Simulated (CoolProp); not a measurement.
CH3F (R41) along the isobar 87.3 bar: Z from the reference equation and from simpler models built on Tc = 44.1 °C, pc = 59.06 bar, ω = 0.200; each cubic takes its own stable root.

The numbers come from the reference Helmholtz-energy equation of state, Lemmon 2006 in CoolProp. It is a short technical equation, of lower accuracy than the large ones.

| T (°C) | phase | reference |
|---|---|---|
| -133.35 | liquid | 0.2571 |
| -114.05 | liquid | 0.2341 |
| -94.75 | liquid | 0.2168 |
| -75.35 | liquid | 0.2038 |
| -56.05 | liquid | 0.1943 |
| -36.75 | liquid | 0.1878 |
| -17.35 | liquid | 0.1843 |
| 1.95 | liquid | 0.1842 |
| 21.25 | liquid | 0.1891 |
| 40.65 | liquid | 0.2049 |
| 59.95 | supercritical | 0.2780 |
| 79.25 | supercritical | 0.5020 |
| 98.65 | supercritical | 0.6268 |
| 117.95 | supercritical | 0.7045 |
| 137.35 | supercritical | 0.7601 |

Task: How far does each simpler model (van der Waals, Redlich-Kwong, Soave-Redlich-Kwong) lie from the reference over these 15 states: mean and median of the absolute difference, and the worst?

Result: 
- van der Waals: mean 57.9 %, median 78.0 %, worst +90.0 % at -133.35 °C and 87.3 bar
- Redlich-Kwong: mean 22.4 %, median 28.3 %, worst +35.7 % at 40.65 °C and 87.3 bar
- Soave-Redlich-Kwong: mean 23.2 %, median 26.1 %, worst +34.8 % at 40.65 °C and 87.3 bar
